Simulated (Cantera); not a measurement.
A closed system holds: 1 mol MgO, 4.2 mol C, 5.7 mol H2, held at 1198.15 K.

Cantera equilibrium calculation (NASA polynomials, part measured and part estimated; ideal gas, pure solids and liquids). Candidate condensed phases: C, C6H6, C7H8, C8H18, H2O, Mg, MgCO3, MgO, Mg(OH)2; 116 gas species. The numbers say what is thermodynamically allowed, not how fast it happens.

Problem. What share of the Mg ends up in condensed phases as a function of P (Pa), at 10, 68, 460, 3200, 22000, 150000, 1000000?

Solution. 
| P (Pa) | Mg condensed (%) | as |
|---|---|---|
| 10 | 91.7 | MgO(s) |
| 68 | 98.8 | MgO(s) |
| 460 | 99.8 | MgO(s) |
| 3200 | 100.0 | MgO(s) |
| 22000 | 100.0 | MgO(s) |
| 150000 | 100.0 | MgO(s) |
| 1000000 | 100.0 | MgO(s) |
